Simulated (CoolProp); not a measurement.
C3F8 (R218) along the isobar 1.01 bar: fugacity coefficient from the reference equation and from simpler models built on Tc = 71.9 °C, pc = 26.40 bar, ω = 0.317; each cubic takes its own stable root.

The numbers come from the reference Helmholtz-energy equation of state, Lemmon 2006 in CoolProp. It is a short technical equation, of lower accuracy than the large ones.

```tsv
T (°C)	phase	reference
-93.25	liquid	0.02902
-69.65	liquid	0.1680
-45.95	liquid	0.6266
-22.35	gas	0.9607
1.35	gas	0.9720
24.95	gas	0.9792
48.65	gas	0.9841
72.25	gas	0.9876
95.95	gas	0.9902
119.55	gas	0.9922
143.25	gas	0.9937
166.85	gas	0.9949
```

Q: How far does each simpler model (van der Waals, Redlich-Kwong) lie from the reference over these 12 states: mean and median of the absolute difference, and the worst?

A: 
- van der Waals: mean 298.4 %, median 0.4 %, worst +3049.9 % at -93.25 °C and 1.01 bar
- Redlich-Kwong: mean 39.3 %, median 0.1 %, worst +256.7 % at -93.25 °C and 1.01 bar

At some of these states van der Waals, Redlich-Kwong gives the other phase, because its saturation line lies elsewhere.
